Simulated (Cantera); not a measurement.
A freely propagating, adiabatic, planar premixed flame of 9.51 % CH4, 19.0 % O2, 71.5 % N2, equivalence ratio 1.0, unburnt at 550 K and 0.690 bar; mixture-averaged transport, grid criteria slope 0.08 and curve 0.16, no radiation.

Cantera simulation using GRI-Mech 3.0 (53 species, 325 reactions); the numbers are that mechanism's predictions, not measurements. Burning velocities carry a grid error of a few per cent, more on coarse grids.

Predict: laminar burning velocity; thermal thickness; peak x(C2H6).


```
Item                         Value
------------------------  --------
laminar burning velocity  121 cm/s
thermal thickness         0.467 mm
peak x(C2H6)               0.00107
```
